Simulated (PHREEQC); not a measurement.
Make-up at 25 °C: 1.3 mol CaCl2 and 0.27 mol NaCl per kg of water. Closed to the air; pH follows from the charge balance.

Model: Pitzer model, pitzer.dat, run in PHREEQC.

| quantity | before | after |
|---|---|---|
| pH | 6.26 | 5.64 |
| SI of Halite (NaCl) | -1.87 | -1.20 |
| SI of Portlandite (Ca(OH)2) | -10.47 | -10.70 |

Q: Which change was made?
A) CaCl2 from 1.3 to 2.6 mol/kgw
B) NaCl from 0.27 to 0.297 mol/kgw
C) NaCl from 0.27 to 0.54 mol/kgw
D) diluted 10-fold with water
E) 0.15 mol/kgw HBr added

A: A, CaCl2 from 1.3 to 2.6 mol/kgw

Precipitation was switched off in this run.
